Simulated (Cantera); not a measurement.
Input: 1 mol Si, 5.1 mol NF3, 1.2 mol SF6, held at 1500 K.

Cantera equilibrium calculation (NASA polynomials, part measured and part estimated; ideal gas, pure solids and liquids). Candidate condensed phases: S, Si, Si3N4; 29 gas species. Rates play no part.

At 100000 Pa, list the 4 most abundant gas species with their mole fractions, and the condensed phases.

F 0.634, N2 0.167, SF6 0.0788, SiF4 0.0657. Condensed: gas only.
